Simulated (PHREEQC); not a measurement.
Dissolve 1.9 mol/kgw CaCl2 and 0.0099 mol/kgw H3BO3 at 25 °C. Closed to the air; pH follows from the charge balance.

Computed with PHREEQC (Pitzer model, pitzer.dat).

Each row changes one thing in this solution. No solid was allowed to form.

| case | pH | ionic strength (mol/kgw) | B(OH)4- (mol/kgw) |
|---|---|---|---|
| as made | 4.27 | 5.70 | 2.73e-6 |
| diluted 5-fold with water | (withheld) | (withheld) | (withheld) |
| CaCl2 left out | 5.62 | 2.40e-6 | 2.39e-6 |
| temperature from 25 to 90 °C | (withheld) | 5.70 | 4.72e-6 |
| diluted 10-fold with water | 5.78 | 0.570 | 8.57e-7 |
| temperature from 25 to 65 °C | 4.41 | 5.70 | 3.76e-6 |
| H3BO3 from 0.0099 to 0.099 mol/kgw | 3.74 | 5.70 | (withheld) |
| temperature from 25 to 15 °C | 4.23 | 5.70 | 2.56e-6 |
| 0.039 mol/kgw KOH added | 10.99 | 5.72 | 0.00173 |

### Question
Some entries are withheld; supply them.

### Answer

- diluted 5-fold with water, pH: 5.48
- diluted 5-fold with water, ionic strength (mol/kgw): 1.14
- diluted 5-fold with water, B(OH)4- (mol/kgw): 1.27e-6
- temperature from 25 to 90 °C, pH: 4.49
- H3BO3 from 0.0099 to 0.099 mol/kgw, B(OH)4- (mol/kgw): 8.13e-6

Complexes and solids missing from the database can't appear. In brines, pH and single-ion activities rest on the MacInnes convention. Away from 25 °C the constants follow the database's enthalpies or fits; those with neither stay at their 25 °C values.
